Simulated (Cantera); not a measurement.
Feed: 1 mol CHF3, 2.2 mol HCl, 2.8 mol H2, equilibrated at 0.133 bar.

Cantera equilibrium calculation (NASA polynomials, part measured and part estimated; ideal gas, pure solids and liquids). Candidate condensed phases: C, C6H6, C7H8, C8H18; 118 gas species. The numbers say what is thermodynamically allowed, not how fast it happens.

What share of the C ends up in condensed phases as a function of T (°C), at 2200, 2250, 2300, 2350, 2400, 2450, 2500, 2550, 2600, 2650?


```csv
T (°C),C condensed (%),as
2200,96.5,C(graphite)
2250,95.7,C(graphite)
2300,94.7,C(graphite)
2350,93.5,C(graphite)
2400,92.1,C(graphite)
2450,90.5,C(graphite)
2500,88.5,C(graphite)
2550,86.1,C(graphite)
2600,83.1,C(graphite)
2650,79.3,C(graphite)
```
